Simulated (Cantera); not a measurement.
Charge: 1 mol Si, 0.54 mol HCl, 2.9 mol H₂, at 1150 °C and 1.00 bar.

These are equilibrium values from Cantera (NASA tables, ideal gas, pure condensed phases), not measurements of a reactor. Candidate condensed phases: Si; 19 gas species. The tables' values for SiCl₃ are old estimates; treat these amounts as uncertain. Rates play no part.

Base state: H₂ 0.897, HCl 0.0690, SiCl₂ 0.0160, SiHCl₃ 0.00599, SiCl₄ 0.00594, SiCl₃ 0.00490, SiH₂Cl₂ 0.000922, SiH₃Cl 4.10e-5 (mole fractions); condensed: Si(s).

**Question.** What changes in the equilibrium state with this change: temperature from 1150 °C to 702 °C?

**Answer.** 
| species | before | after |
|---|---|---|
| H₂ | 0.897 | 0.948 |
| SiCl₄ | 0.00594 | 0.0237 |
| SiHCl₃ | 0.00599 | 0.0194 |
| HCl | 0.0690 | 0.00661 |
| SiCl₂ | 0.0160 | 7.45e-5 |
| SiCl₃ | 0.00490 | 0.000250 |
| SiH₂Cl₂ | 0.000922 | 0.00167 |
| Si(s), mol | 0.885 | 0.851 |

**Question.** What changes in the equilibrium state with this change: H₂ from 2.9 to 10 mol?

**Answer.** 
| species | before | after |
|---|---|---|
| H₂ | 0.897 | 0.957 |
| HCl | 0.0690 | 0.0364 |
| SiCl₂ | 0.0160 | 0.00417 |
| SiCl₄ | 0.00594 | 0.000403 |
| SiCl₃ | 0.00490 | 0.000652 |
| SiHCl₃ | 0.00599 | 0.000823 |
| Si(s), mol | 0.885 | 0.933 |
